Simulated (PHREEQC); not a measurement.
Solution (20 °C): 2.3 mol LiBr, 0.26 mol MgSO4 and 0.18 mol NaCl per kg of water. Closed to the air; pH follows from the charge balance.

Computed with PHREEQC (Pitzer model, pitzer.dat).

No solid was allowed to form.

Task: Estimate the activity of water, density, osmotic coefficient.

Result: activity of water 0.881; density 1.165 g/cm³; osmotic coefficient 1.279.

Complexes and solids missing from the database can't appear.
